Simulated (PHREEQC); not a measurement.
1 kg of water holding 0.44 mol H3BO3 and 0.42 mol MgCl2 is evaporated at 25 °C; the solids stay in contact with the brine. CO2 from the air is kept out. Only these solids could form: Bischofite, Brucite, Boric_acid,s, MgCl2_4H2O.

All values are PHREEQC results (Pitzer model, pitzer.dat), not measurements.

### Question
Predict ionic strength at water left (kg) = 1, 0.375, 0.2533, 0.05093.

### Answer
```json
[
 {"water left (kg)": "1", "ionic strength": "1.26"},
 {"water left (kg)": "0.375", "ionic strength": "3.36"},
 {"water left (kg)": "0.2533", "ionic strength": "4.97"},
 {"water left (kg)": "0.05093", "ionic strength": "17.5"}
]
```
